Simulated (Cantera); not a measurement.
A closed system holds: 1 mol Fe₂O₃, 6.4 mol H₂, 1.2 mol N₂, held at 2075 K and 14.0 mbar.

Equilibrium computed with Cantera from the NASA thermochemical tables; the gas is ideal and each condensed phase is pure. Candidate condensed phases: Fe, FeO, Fe(OH)₂, Fe(OH)₃, Fe₂O₃, Fe₃O₄, H₂O; 27 gas species. Each liquid is taken as pure. Mutual solubility and eutectic melting of coexisting phases are not modelled. The tables' stoichiometric FeO is somewhat more stable than real wüstite, so its field is too wide. FeO: taken at fixed stoichiometry. Equilibrium is a limit: real reactors are often held back by kinetics, nucleation or transport.

### Question
What is the equilibrium state?

### Answer
| Item | Result |
|---|---|
| x(H₂) | 0.527 |
| x(H₂O) | 0.250 |
| x(N₂) | 0.147 |
| x(Fe) | 0.0585 |
| x(H) | 0.0163 |
| x(OH) | 0.000884 |
| x(FeO) | 0.000658 |
| x(Fe(OH)₂) | 0.000136 |
| x(O) | 1.97e-5 |
| n(Fe(l)) | 0.567 mol |
| n(FeO(l)) | 0.949 mol |
| gas amount | 8.153 mol |
